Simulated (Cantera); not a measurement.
Feed: 1 mol BN, 20 mol NF₃, 6.1 mol H₂, held at 1.33 mbar.

Method: chemical equilibrium by Gibbs-energy minimisation in Cantera with the NASA 1993 tables (ideal gas, pure condensed phases). Candidate condensed phases: B, BN; 31 gas species. The numbers say what is thermodynamically allowed, not how fast it happens. All values below are at 1248 K.

Base state: F 0.652, HF 0.178, N₂ 0.153, BF₃ 0.0146, F₂ 0.00113 (mole fractions); condensed: gas only.

Q: What changes in the equilibrium state with this change: H₂ from 6.1 to 23 mol?

A: 
```tsv
species	before	after
HF	0.178	0.672
F	0.652	0.160
N₂	0.153	0.153
F₂	0.00113	6.84e-5
BF₃	0.0146	0.0146
```
